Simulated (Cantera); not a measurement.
An adiabatic, constant-pressure homogeneous reactor starts with CH₄ : O₂ : N₂ = 1 : 1.82 : 6.84 (molar parts), at 1425 K and 13500 Torr. Integrator tolerance rtol = 1e-08.

Detailed kinetics in Cantera: GRI-Mech 3.0 (53 species, 325 reactions). The pressure lies above the range GRI-Mech 3.0 was tuned for (to about 10 atm).

**Question.** What does this change do: pressure from 13500 Torr to 760 Torr?

**Answer.** 
```json
[
 {"quantity": "time of steepest temperature rise", "before": "0.234 ms", "after": "2.71 ms"},
 {"quantity": "temperature at 3.00 s", "before": "2912 K", "after": "2725 K"},
 {"quantity": "equilibrium temperature", "before": "2912 K", "after": "2725 K"},
 {"quantity": "x(CH₄) at 3.00 s", "before": "<1e-12 (gas-phase equilibrium <1e-12)", "after": "<1e-12 (gas-phase equilibrium <1e-12)"},
 {"quantity": "x(O₂) at 3.00 s", "before": "0.00593 (gas-phase equilibrium 0.00593)", "after": "0.0116 (gas-phase equilibrium 0.0116)"},
 {"quantity": "x(HCO) at 3.00 s", "before": "2.40e-7 (gas-phase equilibrium 2.40e-7)", "after": "5.08e-8 (gas-phase equilibrium 5.08e-8)"},
 {"quantity": "x(NO) at 3.00 s", "before": "0.00669 (gas-phase equilibrium 0.00669)", "after": "0.00717 (gas-phase equilibrium 0.00717)"},
 {"quantity": "x(C₂H₄) at 3.00 s", "before": "<1e-12 (gas-phase equilibrium <1e-12)", "after": "<1e-12 (gas-phase equilibrium <1e-12)"},
 {"quantity": "x(H₂) at 3.00 s", "before": "0.0177 (gas-phase equilibrium 0.0177)", "after": "0.0240 (gas-phase equilibrium 0.0240)"}
]
```

**Question.** What does this change do: initial temperature 1425 to 1225 K?

**Answer.** 
```csv
quantity,before,after
time of steepest temperature rise,0.234 ms,1.91 ms
temperature at 3.00 s,2912 K,2808 K
equilibrium temperature,2912 K,2808 K
x(CH₄) at 3.00 s,<1e-12 (gas-phase equilibrium <1e-12),<1e-12 (gas-phase equilibrium <1e-12)
x(O₂) at 3.00 s,0.00593 (gas-phase equilibrium 0.00593),0.00396 (gas-phase equilibrium 0.00396)
x(HCO) at 3.00 s,2.40e-7 (gas-phase equilibrium 2.40e-7),1.57e-7 (gas-phase equilibrium 1.57e-7)
x(NO) at 3.00 s,0.00669 (gas-phase equilibrium 0.00669),0.00478 (gas-phase equilibrium 0.00478)
x(C₂H₄) at 3.00 s,<1e-12 (gas-phase equilibrium <1e-12),<1e-12 (gas-phase equilibrium <1e-12)
x(H₂) at 3.00 s,0.0177 (gas-phase equilibrium 0.0177),0.0153 (gas-phase equilibrium 0.0153)
```
